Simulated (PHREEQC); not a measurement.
A made-up water analysis in mmol/kgw, 25 °C, pH 6.78, pe 2.1:

```tsv
constituent	mmol/kgw
Na	311
K	0.234
Ca	127
Mg	35
Cl	593
S(6)	27.2
Alkalinity (meq/kgw)	0.186
Mn(2)	1.02
```

Valence states are taken as typed.

All values are PHREEQC results (ion-association model, wateq4f.dat), not measurements.

Precipitation was switched off in this run.

Problem. What ionic strength, activity of water does the model give?

Solution. ionic strength 0.774 mol/kgw; activity of water 0.982.

Problem. In which forms is Mg present?

Solution. Mg+2 90 %, MgSO4 9.9 % of the Mg.

Examples of supersaturated solids here: Gypsum. Others may be too. Caution: at this ionic strength the ion-association model is outside its range; a Pitzer model would be the better tool where its parameters exist.
